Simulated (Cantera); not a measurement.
Charge: 1 mol SiC, 0.0066 mol H₂O, 5.4 mol N₂, 1.1 mol CO₂, held at 0.400 bar.

Cantera equilibrium calculation (NASA polynomials, part measured and part estimated; ideal gas, pure solids and liquids). Candidate condensed phases: C, C₆H₆, C₇H₈, C₈H₁₈, H₂O, Si, SiC, SiO₂, Si₂N₂O, Si₃N₄; 151 gas species. N₂ is the only nitrogen source here; it is nearly inert below about 1500 K, so the nitride shown seldom forms there in practice. Mutual solubility and eutectic melting of coexisting phases are not modelled. The tables hold silica as quartz up to 1696 K and as liquid above; real silica turns to tridymite and cristobalite and melts near 1996 K. Rates play no part.

x: gas mole fraction; n: condensed amount in mol.

```
T (°C)   x N₂   x CO     x SiO      x H₂     x HCN  n C(graphite)  n SiO₂(β-quartz)  n Si₂N₂O(s)  n SiC(s)
------  -----  -----  --------  --------  --------  -------------  ----------------  -----------  --------
1050    0.878  0.121   3.57e-8   0.00110   7.98e-6           1.38             0.658        0.171         0
1100    0.790  0.208   1.96e-7   0.00103   1.13e-5          0.774             0.253        0.373         0
1150    0.741  0.258   8.11e-7  0.000989   1.61e-5          0.394                 0        0.500         0
1200    0.741  0.258   2.67e-6  0.000986   2.35e-5          0.393                 0        0.500         0
1250    0.741  0.258   8.09e-6  0.000980   3.34e-5          0.393                 0        0.500         0
1300    0.741  0.258   2.28e-5  0.000973   4.64e-5          0.393                 0        0.500         0
1350    0.741  0.258       ___  0.000964       ___          0.393                 0        0.500         0
1400    0.741  0.258       ___  0.000952       ___          0.393                 0        0.500         0
1450    0.741  0.258  0.000354  0.000937  0.000109          0.394                 0        0.499         0
1500    0.741  0.257  0.000793  0.000918  0.000140          0.395                 0        0.497         0
1550    0.731  0.266   0.00179  0.000863  0.000162              0                 0        0.361     0.266
1600    0.730  0.264   0.00447  0.000867  0.000138              0                 0        0.349     0.272
1650    0.728  0.260    0.0106  0.000863  0.000118              0                 0        0.320     0.286
```

Task: What belongs in the gaps?

Result: 
- 1350, x SiO: 6.03e-5
- 1350, x HCN: 6.29e-5
- 1400, x SiO: 0.000150
- 1400, x HCN: 8.37e-5
